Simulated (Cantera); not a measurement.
# Moist CO burnout

An isothermal, constant-pressure homogeneous reactor starts with 0.332 % CO, 1.27 % O2, 0.0127 % H2O, 97.6 % N2, 0.781 % H2, equivalence ratio 0.44, at 1075 K and 8.30 bar.

Detailed kinetics in Cantera: GRI-Mech 3.0 (53 species, 325 reactions). The hydrogen kinetics of GRI-Mech 3.0 are dated; newer H2 mechanisms differ, most at raised pressure.

| t (s) | x CO | x O2 | x H2O | x H2 | x OH | x NO |
|---|---|---|---|---|---|---|
| 5.00e-5 | 0.00332 | 0.0127 | 0.000127 | 0.00781 | 6.18e-12 | <1e-12 |
| 0.000152 | 0.00332 | 0.0127 | 0.000127 | 0.00781 | 8.23e-12 | <1e-12 |
| 0.000459 | 0.00332 | 0.0127 | 0.000127 | 0.00781 | 1.60e-11 | <1e-12 |
| 0.00139 | 0.00332 | 0.0127 | 0.000127 | 0.00781 | 5.96e-11 | <1e-12 |
| 0.00422 | 0.00332 | 0.0127 | 0.000128 | 0.00781 | 1.07e-9 | <1e-12 |
| 0.0128 | 0.00315 | 0.0118 | 0.00159 | 0.00632 | 3.21e-7 | 1.65e-11 |
| 0.0387 | 0.00247 | 0.00938 | 0.00593 | 0.00202 | 2.32e-7 | 7.57e-11 |
| 0.117 | 0.00169 | 0.00814 | 0.00769 | 0.000283 | 1.06e-7 | 8.39e-11 |
| 0.356 | 0.00104 | 0.00769 | 0.00795 | 2.15e-5 | 5.42e-8 | 8.98e-11 |
| 1.08 | 0.000441 | 0.00738 | 0.00798 | 1.55e-6 | 3.62e-8 | 1.02e-10 |
| 3.27 | 9.94e-5 | 0.00721 | 0.00798 | 3.33e-7 | 1.98e-8 | 8.74e-11 |
| 9.90 | 9.88e-6 | 0.00717 | 0.00798 | 4.71e-8 | 1.18e-8 | 1.29e-10 |
| 30.0 | 2.89e-8 | 0.00717 | 0.00798 | 1.86e-10 | 2.05e-8 | 1.50e-9 |
x: mole fraction; the columns are a selection and need not sum to one.

Equilibrium at this temperature and pressure: CO 8.98e-12, O2 0.00716, H2O 0.00798, H2 2.31e-11, OH 3.23e-8, NO 1.40e-5 (gas phase only).
